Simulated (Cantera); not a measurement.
A freely propagating, adiabatic, planar premixed flame of H2 : O2 : N2 = 1 : 0.312 : 1.17 (molar parts), equivalence ratio 1.6, unburnt at 498 K and 3.10 bar; mixture-averaged transport, grid criteria slope 0.08 and curve 0.16, no radiation.

Model: the H2/O2 subset of GRI-Mech 3.0, which has no nitrogen chemistry, integrated in Cantera. The hydrogen kinetics of GRI-Mech 3.0 are dated; newer H2 mechanisms differ, most at raised pressure. Burning velocities carry a grid error of a few per cent, more on coarse grids.

Task: Predict: laminar burning velocity; thermal thickness; peak x(H); peak x(HO2); peak x(OH); peak x(O).

Result: 
```json
{
 "laminar_burning_velocity": "693 cm/s",
 "thermal_thickness": "0.0947 mm",
 "peak x(H)": "0.0639",
 "peak x(HO2)": "0.000776",
 "peak x(OH)": "0.00860",
 "peak x(O)": "0.00456"
}
```
